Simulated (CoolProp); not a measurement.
A single-stage vapour-compression cycle with R124: evaporating at 248.15 K (dew point), condensing at 269.15 K (bubble point), superheat 5 K, subcooling 8 K, compressor efficiency 0.8, no pressure losses. Each further row changes one setting.

Computed with CoolProp (reference Helmholtz-energy equation of state, de Vries 1995).

```csv
case,cooling COP,pressure ratio,discharge temperature (K),refrigerating effect (kJ/kg),volumetric capacity (kJ/m³)
as stated,9.23,2.47,280.8,162,610
evaporating temperature 253.15 K,12.6,[?],278.9,[?],772
condensing temperature 264.15 K,12.3,[?],[?],167,630
subcooling 13 K,[?],2.47,280.8,167,630
superheat 15 K,9.22,2.47,[?],[?],610
compressor efficiency 0.7,8.08,2.47,[?],162,610
```

Question: What belongs in the gaps?

Answer: 
- evaporating temperature 253.15 K, pressure ratio: 1.96
- evaporating temperature 253.15 K, refrigerating effect (kJ/kg): 165
- condensing temperature 264.15 K, pressure ratio: 2.02
- condensing temperature 264.15 K, discharge temperature (K): 274.5
- subcooling 13 K, cooling COP: 9.53
- superheat 15 K, discharge temperature (K): 291.1
- superheat 15 K, refrigerating effect (kJ/kg): 168
- compressor efficiency 0.7, discharge temperature (K): 284.2
